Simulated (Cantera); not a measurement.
Cantera run:

```python
import numpy as np
import cantera as ct

gas_names = [...]  # 110 gases of nasa_gas.yaml made of C, H, O
cond_names = """
    C(gr) C6H6(L) C7H8(L) C8H18(L),n-octa H2O(s) H2O(L)
""".split()


# ... load() reads the species with a 1 bar reference pressure and builds the phases ...
atoms = {
    'CH4': {'C': 1, 'H': 4},
    'CO2': {'C': 1, 'O': 2},
    'H2': {'H': 2},
    'H2O': {'H': 2, 'O': 1},
}
top_T = {'C(gr)': 4500}  # K; cautious upper limits of use, not melting points


# ... equilibrate(T, P, feed) seeds the gas with the atoms and calls Mixture.equilibrate('TP', solver="vcs", rtol=1e-11, max_steps=5000) ...
results = []
feed = {'CH4': 1, 'CO2': 1.2, 'H2': 1, 'H2O': 0.026}  # mol
T = 2550  # K
for P in [10, 100, 1000, 10000, 100000, 1000000, 10000000]:
    mix = equilibrate(T, P, feed)
    results.append((T, P, feed, dict(zip(mix.species_names, mix.species_moles))))

top = {s: max(r[3][s] / sum(r[3][g] for g in gas_names) for r in results) for s in gas_names}
cols = sorted((s for s in top if top[s] > 1e-05), key=lambda s: -top[s])[:7]
seen = [c for c in cond_names if any(r[3].get(c, 0) > 1e-12 for r in results)]
print("log10 of partial pressures in bar; condensed amounts in mol")
print(f"{'P/Pa':>10s}" + "".join(f"{s[:9]:>10s}" for s in cols + seen))
for T, P, feed, n in results:
    ng = sum(n[g] for g in gas_names)
    print(f"{P:10.4g}" + "".join(f"{np.log10(max(n[s] / ng * P / 1e5, 1e-99)):10.3f}" for s in cols)
          + "".join(f"{n.get(c, 0):10.4g}" for c in seen))
```

It prints:

```
log10 of partial pressures in bar; condensed amounts in mol
      P/Pa         H        H2        CO       H2O         O        OH       CO2
        10    -4.183    -5.354    -4.566    -7.122    -5.625    -6.611    -7.137
       100    -3.352    -3.691    -3.497    -4.869    -5.034    -5.189    -5.476
      1000    -2.709    -2.407    -2.427    -3.523    -4.973    -4.485    -4.345
     1e+04    -2.162    -1.312    -1.396    -2.445    -4.990    -3.955    -3.332
     1e+05    -1.647    -0.281    -0.386    -1.424    -4.999    -3.448    -2.330
     1e+06    -1.142     0.728     0.618    -0.417    -5.002    -2.946    -1.329
     1e+07    -0.640     1.731     1.619     0.586    -5.002    -2.445    -0.329
```

Cantera equilibrium calculation (NASA polynomials, part measured and part estimated; ideal gas, pure solids and liquids). The ideal-gas law is rough above about 30 bar.
